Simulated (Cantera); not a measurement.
## Si₂H₆ + N₂ + O₂ (silicon epitaxy and polysilicon growth)

A closed system holds: 1 mol Si₂H₆, 81 mol N₂, 0.00057 mol O₂, equilibrated at 45.8 Torr.

Equilibrium computed with Cantera from the NASA thermochemical tables; the gas is ideal and each condensed phase is pure. Candidate condensed phases: H₂O, Si, SiO₂, Si₂N₂O, Si₃N₄; 35 gas species. The feed counts by its element totals alone. N₂ is the only nitrogen source here; it is nearly inert below about 1500 K, so the nitride shown seldom forms there in practice. Mutual solubility and eutectic melting of coexisting phases are not modelled. Equilibrium is a limit: real reactors are often held back by kinetics, nucleation or transport.

| T (K) | x N₂ | x H₂ | x H | x SiO | x NH₃ | x Si | x SiN | n Si₂N₂O(s) | n Si₃N₄(s) |
|---|---|---|---|---|---|---|---|---|---|
| 848 | 0.964 | 0.0363 | 1.47e-11 | <1e-12 | 7.82e-7 | <1e-12 | <1e-12 | 0.00114 | 0.666 |
| 948 | 0.964 | 0.0363 | 4.04e-10 | <1e-12 | 3.46e-7 | <1e-12 | <1e-12 | 0.00114 | 0.666 |
| 1048 | 0.964 | 0.0363 | 5.96e-9 | <1e-12 | 1.78e-7 | <1e-12 | <1e-12 | 0.00114 | 0.666 |
| 1148 | 0.964 | 0.0363 | 5.53e-8 | <1e-12 | 1.02e-7 | <1e-12 | <1e-12 | 0.00114 | 0.666 |
| 1248 | 0.964 | 0.0363 | 3.60e-7 | 1.10e-10 | 6.38e-8 | <1e-12 | <1e-12 | 0.00114 | 0.666 |
| 1348 | 0.964 | 0.0363 | 1.78e-6 | 7.04e-9 | 4.27e-8 | 2.89e-12 | 1.85e-12 | 0.00114 | 0.666 |
| 1448 | 0.964 | 0.0363 | 7.11e-6 | 2.50e-7 | 3.02e-8 | 2.05e-10 | 8.02e-11 | 0.00112 | 0.666 |
| 1548 | 0.964 | 0.0363 | 2.37e-5 | 5.54e-6 | 2.23e-8 | 8.30e-9 | 2.12e-9 | 0.000681 | 0.666 |
| 1648 | 0.964 | 0.0363 | 6.87e-5 | 1.38e-5 | 1.71e-8 | 2.13e-7 | 3.74e-8 | 0 | 0.666 |
x: gas mole fraction; n: condensed amount in mol.

From 848 K to 1548 K the condensed part is Si₂N₂O(s) + Si₃N₄(s). At 1648 K the condensed part is Si₃N₄(s).
